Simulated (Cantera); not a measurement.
**SiH₄ + C₂H₄ + H₂ + CH₄ (silicon carbide growth)**

Input: 1 mol SiH₄, 0.0077 mol C₂H₄, 43 mol H₂, 0.93 mol CH₄, equilibrated at 0.410 bar.

Cantera equilibrium calculation (NASA polynomials, part measured and part estimated; ideal gas, pure solids and liquids). Candidate condensed phases: C, C₆H₆, C₇H₈, C₈H₁₈, Si, SiC; 87 gas species. Mutual solubility and eutectic melting of coexisting phases are not modelled. Gases not in the tables: Si₂H₆ and higher silanes. Rates play no part.

From 1098 K to 1598 K the condensed part is Si(s) + SiC(s). From 1698 K to 2098 K the condensed part is Si(l) + SiC(s). From 2198 K to 2298 K the condensed part is SiC(s). The main Si-bearing gas is SiH₄ at 1098 K and Si at 2298 K.

```json
[
 {"T (K)": "1098", "x H₂": "1.000", "x H": "3.86e-8", "x Si": "<1e-12", "x C₂H₂ (acetylene)": "<1e-12", "x SiH": "1.03e-12", "x SiH₂": "1.25e-9", "n Si(s)": "0.0552", "n SiC(s)": "0.945", "n Si(l)": "0"},
 {"T (K)": "1198", "x H₂": "1.000", "x H": "2.97e-7", "x Si": "3.14e-12", "x C₂H₂ (acetylene)": "<1e-12", "x SiH": "3.06e-11", "x SiH₂": "1.14e-8", "n Si(s)": "0.0551", "n SiC(s)": "0.945", "n Si(l)": "0"},
 {"T (K)": "1298", "x H₂": "1.000", "x H": "1.67e-6", "x Si": "9.91e-11", "x C₂H₂ (acetylene)": "4.79e-12", "x SiH": "5.32e-10", "x SiH₂": "7.39e-8", "n Si(s)": "0.0550", "n SiC(s)": "0.945", "n Si(l)": "0"},
 {"T (K)": "1398", "x H₂": "1.000", "x H": "7.39e-6", "x Si": "1.90e-9", "x C₂H₂ (acetylene)": "5.54e-11", "x SiH": "6.13e-9", "x SiH₂": "3.66e-7", "n Si(s)": "0.0550", "n SiC(s)": "0.945", "n Si(l)": "0"},
 {"T (K)": "1498", "x H₂": "1.000", "x H": "2.68e-5", "x Si": "2.45e-8", "x C₂H₂ (acetylene)": "4.61e-10", "x SiH": "5.07e-8", "x SiH₂": "1.46e-6", "n Si(s)": "0.0549", "n SiC(s)": "0.945", "n Si(l)": "0"},
 {"T (K)": "1598", "x H₂": "1.000", "x H": "8.31e-5", "x Si": "2.28e-7", "x C₂H₂ (acetylene)": "2.94e-9", "x SiH": "3.21e-7", "x SiH₂": "4.89e-6", "n Si(s)": "0.0547", "n SiC(s)": "0.945", "n Si(l)": "0"},
 {"T (K)": "1698", "x H₂": "1.000", "x H": "0.000226", "x Si": "1.60e-6", "x C₂H₂ (acetylene)": "1.55e-8", "x SiH": "1.60e-6", "x SiH₂": "1.40e-5", "n Si(s)": "0", "n SiC(s)": "0.945", "n Si(l)": "0.0541"},
 {"T (K)": "1798", "x H₂": "0.999", "x H": "0.000550", "x Si": "7.52e-6", "x C₂H₂ (acetylene)": "9.82e-8", "x SiH": "5.53e-6", "x SiH₂": "2.95e-5", "n Si(s)": "0", "n SiC(s)": "0.945", "n Si(l)": "0.0529"},
 {"T (K)": "1898", "x H₂": "0.999", "x H": "0.00122", "x Si": "3.00e-5", "x C₂H₂ (acetylene)": "5.10e-7", "x SiH": "1.67e-5", "x SiH₂": "5.75e-5", "n Si(s)": "0", "n SiC(s)": "0.945", "n Si(l)": "0.0501"},
 {"T (K)": "1998", "x H₂": "0.997", "x H": "0.00250", "x Si": "0.000104", "x C₂H₂ (acetylene)": "2.24e-6", "x SiH": "4.52e-5", "x SiH₂": "0.000105", "n Si(s)": "0", "n SiC(s)": "0.945", "n Si(l)": "0.0431"},
 {"T (K)": "2098", "x H₂": "0.995", "x H": "0.00479", "x Si": "0.000319", "x C₂H₂ (acetylene)": "8.51e-6", "x SiH": "0.000111", "x SiH₂": "0.000180", "n Si(s)": "0", "n SiC(s)": "0.943", "n Si(l)": "0.0262"},
 {"T (K)": "2198", "x H₂": "0.990", "x H": "0.00865", "x Si": "0.000737", "x C₂H₂ (acetylene)": "4.09e-5", "x SiH": "0.000209", "x SiH₂": "0.000244", "n Si(s)": "0", "n SiC(s)": "0.939", "n Si(l)": "0"},
 {"T (K)": "2298", "x H₂": "0.983", "x H": "0.0148", "x Si": "0.00118", "x C₂H₂ (acetylene)": "0.000309", "x SiH": "0.000275", "x SiH₂": "0.000240", "n Si(s)": "0", "n SiC(s)": "0.909", "n Si(l)": "0"}
]
```
x: gas mole fraction; n: condensed amount in mol.
